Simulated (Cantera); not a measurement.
Adiabatic ignition

An adiabatic, constant-pressure homogeneous reactor starts with H₂ : O₂ : N₂ = 1 : 0.5 : 1.88 (molar parts), at 1598 K and 1.00 bar.

Cantera simulation using the H2/O2 subset of GRI-Mech 3.0, which has no nitrogen chemistry; the numbers are that mechanism's predictions, not measurements.

| t (s) | T (K) | x H₂ | x O₂ | x O | x OH | x H |
|---|---|---|---|---|---|---|
| 1.00e-6 | 1598 | 0.296 | 0.148 | 1.84e-7 | 1.78e-7 | 1.37e-6 |
| 2.77e-6 | 1598 | 0.296 | 0.148 | 2.82e-6 | 2.71e-6 | 1.95e-5 |
| 7.65e-6 | 1610 | 0.272 | 0.138 | 0.00199 | 0.00193 | 0.0133 |
| 2.11e-5 | 2113 | 0.0652 | 0.0329 | 0.0273 | 0.0293 | 0.0852 |
| 5.85e-5 | 2545 | 0.0626 | 0.0254 | 0.0182 | 0.0359 | 0.0486 |
| 0.000162 | 2845 | 0.0548 | 0.0198 | 0.0113 | 0.0356 | 0.0280 |
| 0.000447 | 2886 | 0.0533 | 0.0190 | 0.0104 | 0.0351 | 0.0255 |
| 0.00124 | 2886 | 0.0533 | 0.0190 | 0.0104 | 0.0351 | 0.0255 |
| 0.00342 | 2886 | 0.0533 | 0.0190 | 0.0104 | 0.0351 | 0.0255 |
| 0.00946 | 2886 | 0.0533 | 0.0190 | 0.0104 | 0.0351 | 0.0255 |
| 0.0262 | 2886 | 0.0533 | 0.0190 | 0.0104 | 0.0351 | 0.0255 |
| 0.0723 | 2886 | 0.0533 | 0.0190 | 0.0104 | 0.0351 | 0.0255 |
| 0.200 | 2886 | 0.0533 | 0.0190 | 0.0104 | 0.0351 | 0.0255 |
x: mole fraction; the columns are a selection and need not sum to one.

time of steepest temperature rise: 9.74 µs
temperature at 0.200 s: 2886 K
equilibrium temperature: 2886 K
x(H₂) at 0.200 s: 0.0533 (gas-phase equilibrium 0.0533)
x(O₂) at 0.200 s: 0.0190 (gas-phase equilibrium 0.0190)
x(O) at 0.200 s: 0.0104 (gas-phase equilibrium 0.0104)
